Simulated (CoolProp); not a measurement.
A Linde-Hampson liquefier for ethylene: isothermal reversible compression at 320 K from 1 atm to 40 MPa, throttling to 1 atm, return gas leaving the recuperator 0 K below the feed. Each further row changes one setting.

The numbers come from the reference Helmholtz-energy equation of state, Smukala 2000 in CoolProp.

```
case                        liquid yield per pass  compression work (kJ/kg of gas)
--------------------------  ---------------------  -------------------------------
as stated                                   0.428                              468
high pressure 80 MPa                        0.384                              554
warm-end temperature 350 K                  0.362                              539
warm-end gap 5 K                            0.421                              468
```
